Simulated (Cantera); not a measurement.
A freely propagating, adiabatic, planar premixed flame of H2 : O2 : N2 = 1 : 0.185 : 0.696 (molar parts), equivalence ratio 2.7, unburnt at 300 K and 84000 Pa; mixture-averaged transport, grid criteria slope 0.08 and curve 0.16, no radiation.

Computed with Cantera and the H2/O2 subset of GRI-Mech 3.0, which has no nitrogen chemistry. Burning velocities carry a grid error of a few per cent, more on coarse grids.

Problem. How do the results move with these cheaper or finer settings: unity-Lewis-number transport; multicomponent transport; multicomponent+Soret transport; grid criteria slope 0.5, curve 1; grid criteria slope 0.25, curve 0.5; grid criteria slope 0.03, curve 0.06?

Solution. 
| setting | laminar burning velocity | thermal thickness | peak x(O) | peak x(H) | grid points |
|---|---|---|---|---|---|
| as above | 250 cm/s | 0.446 mm | 0.00129 | 0.0555 | 119 |
| unity-Lewis-number transport | 149 cm/s | 0.482 mm | 0.000818 | 0.0568 | 111 |
| multicomponent transport | 245 cm/s | 0.455 mm | 0.00126 | 0.0555 | 119 |
| multicomponent+Soret transport | 239 cm/s | 0.434 mm | 0.00130 | 0.0555 | 121 |
| grid criteria slope 0.5, curve 1 | 255 cm/s | 0.548 mm | 0.00111 | 0.0555 | 45 |
| grid criteria slope 0.25, curve 0.5 | 249 cm/s | 0.481 mm | 0.00122 | 0.0550 | 62 |
| grid criteria slope 0.03, curve 0.06 | 250 cm/s | 0.438 mm | 0.00131 | 0.0552 | 291 |
Unity Lewis numbers drop preferential diffusion, which matters most where H2 and H carry the flame; Soret adds thermal diffusion.
